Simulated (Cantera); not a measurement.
An adiabatic, constant-volume homogeneous reactor starts with CO : H2 : O2 : N2 = 1 : 0.83 : 1.79 : 6.75 (molar parts), at 1775 K and 26.0 bar. Integrator tolerance rtol = 1e-08.

Computed with Cantera and GRI-Mech 3.0 (53 species, 325 reactions). The hydrogen kinetics of GRI-Mech 3.0 are dated; newer H2 mechanisms differ, most at raised pressure. The pressure lies above the range GRI-Mech 3.0 was tuned for (to about 10 atm). Above 3000 K some thermodynamic fits are extrapolated.

What does this change do: initial temperature 1775 to 1523 K?


| quantity | before | after |
|---|---|---|
| time of steepest temperature rise | 0.393 µs | 1.03 µs |
| temperature at 0.500 s | 2985 K | 2859 K |
| equilibrium temperature | 2985 K | 2859 K |
| x(CO) at 0.500 s | 0.0155 (gas-phase equilibrium 0.0155) | 0.00966 (gas-phase equilibrium 0.00966) |
| x(H2) at 0.500 s | 0.00183 (gas-phase equilibrium 0.00183) | 0.00115 (gas-phase equilibrium 0.00115) |
| x(O2) at 0.500 s | 0.0804 (gas-phase equilibrium 0.0804) | 0.0813 (gas-phase equilibrium 0.0813) |
| x(H) at 0.500 s | 0.00102 (gas-phase equilibrium 0.00102) | 0.000511 (gas-phase equilibrium 0.000511) |
| x(HO2) at 0.500 s | 4.43e-5 (gas-phase equilibrium 4.43e-5) | 3.68e-5 (gas-phase equilibrium 3.68e-5) |
| x(NO) at 0.500 s | 0.0272 (gas-phase equilibrium 0.0272) | 0.0234 (gas-phase equilibrium 0.0234) |

What does this change do: initial temperature 1775 to 973 K?


```
quantity                                                            before                                      after
---------------------------------  ---------------------------------------  -----------------------------------------
time of steepest temperature rise                                 0.393 µs                                    8.37 ms
temperature at 0.500 s                                              2985 K                                     2534 K
equilibrium temperature                                             2985 K                                     2534 K
x(CO) at 0.500 s                     0.0155 (gas-phase equilibrium 0.0155)    0.00200 (gas-phase equilibrium 0.00200)
x(H2) at 0.500 s                   0.00183 (gas-phase equilibrium 0.00183)  0.000261 (gas-phase equilibrium 0.000261)
x(O2) at 0.500 s                     0.0804 (gas-phase equilibrium 0.0804)      0.0847 (gas-phase equilibrium 0.0847)
x(H) at 0.500 s                    0.00102 (gas-phase equilibrium 0.00102)    6.02e-5 (gas-phase equilibrium 6.02e-5)
x(HO2) at 0.500 s                  4.43e-5 (gas-phase equilibrium 4.43e-5)    2.04e-5 (gas-phase equilibrium 2.04e-5)
x(NO) at 0.500 s                     0.0272 (gas-phase equilibrium 0.0272)      0.0147 (gas-phase equilibrium 0.0147)
```

What does this change do: initial temperature 1775 to 1250 K?


```csv
quantity,before,after
time of steepest temperature rise,0.393 µs,36.1 µs
temperature at 0.500 s,2985 K,2706 K
equilibrium temperature,2985 K,2706 K
x(CO) at 0.500 s,0.0155 (gas-phase equilibrium 0.0155),0.00492 (gas-phase equilibrium 0.00492)
x(H2) at 0.500 s,0.00183 (gas-phase equilibrium 0.00183),0.000605 (gas-phase equilibrium 0.000605)
x(O2) at 0.500 s,0.0804 (gas-phase equilibrium 0.0804),0.0827 (gas-phase equilibrium 0.0827)
x(H) at 0.500 s,0.00102 (gas-phase equilibrium 0.00102),0.000200 (gas-phase equilibrium 0.000200)
x(HO2) at 0.500 s,4.43e-5 (gas-phase equilibrium 4.43e-5),2.85e-5 (gas-phase equilibrium 2.85e-5)
x(NO) at 0.500 s,0.0272 (gas-phase equilibrium 0.0272),0.0191 (gas-phase equilibrium 0.0191)
```
